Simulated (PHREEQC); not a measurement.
**Phosphoric acid bath (model solution)**

Make-up at 25 °C: 0.031 mol/kgw H3PO4, 0.034 mol/kgw H2SO4 and 2.2e-06 mol/kgw H4SiO4. Closed to the air; pH follows from the charge balance.

Computed with PHREEQC (ion-association model, phreeqc.dat).

| Property | Result |
|---|---|
| pH | 1.38 |
| ionic strength | 0.0604 mol/kgw |
| specific conductance | 17400 µS/cm |
| density | 1.001 g/cm³ |
| total alkalinity | -99.0 meq/kg |

| species | molality | activity | log γ |
|---|---|---|---|
| H+ | 0.0498 | 0.0421 | -0.073 |
| H3PO4 | 0.0258 | 0.0262 | 0.006 |
| HSO4- | 0.0234 | 0.0190 | -0.091 |
| SO4-2 | 0.0106 | 0.00463 | -0.360 |
| H2PO4- | 0.00517 | 0.00423 | -0.087 |
| H4SiO4 | 2.20e-6 | 2.23e-6 | 0.006 |
| HPO4-2 | 1.42e-8 | 6.23e-9 | -0.357 |

No solid was allowed to form. Complexes and solids missing from the database can't appear.
